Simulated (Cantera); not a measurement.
Input (Python, Cantera) and output of one run.

```python
import numpy as np
import cantera as ct

gas_names = """
    O OH
""".split()
cond_names = """
    BaO2H2(s) BaO2H2(L) BaO(s) BaO(L)
""".split()


# ... load() reads the species with a 1 bar reference pressure and builds the phases ...
species = {s.name: s for s in load("nasa_gas.yaml", gas_names) + load("nasa_condensed.yaml", cond_names)}
# Each term lists the table entries of one substance; the one whose range holds T is used.
reactions = {
    'O(g) + Ba(OH)2 = 2 OH(g) + BaO':
        [(-1, ['O']), (-1, ['BaO2H2(s)', 'BaO2H2(L)']), (2, ['OH']), (1, ['BaO(s)', 'BaO(L)'])],
}


def pick(names, T):
    return next(species[n] for n in names if species[n].thermo.min_temp <= T <= species[n].thermo.max_temp)


results = []
for label, terms in reactions.items():
    print(label)
    print("     T/K   dH/kJ  dS/(J/K)   dG/kJ   log10 K")
    for T in [1573, 1623, 1673, 1723, 1773]:
        used = [(nu, pick(names, T)) for nu, names in terms]
        dH = sum(nu * s.thermo.h(T) for nu, s in used) / 1e6
        dS = sum(nu * s.thermo.s(T) for nu, s in used) / 1e3
        dG = dH - T * dS / 1e3
        logK = -dG * 1e6 / (ct.gas_constant * T * np.log(10))
        results.append((label, T, dH, dS, dG, logK, [s.name for _, s in used]))
        print(f"{T:8g} {dH:8.1f} {dS:8.1f} {dG:8.1f} {logK:8.2f}")
```

Output:

```
O(g) + Ba(OH)2 = 2 OH(g) + BaO
     T/K   dH/kJ  dS/(J/K)   dG/kJ   log10 K
    1573    163.7     89.5     22.8    -0.76
    1623    162.0     88.5     18.4    -0.59
    1673    160.4     87.5     14.0    -0.44
    1723    158.7     86.5      9.6    -0.29
    1773    157.2     85.6      5.3    -0.16
```

Source: NASA polynomial tables (part measured, part estimated), evaluated in Cantera. Condensed species are held in their standard states even where they would react or evaporate.
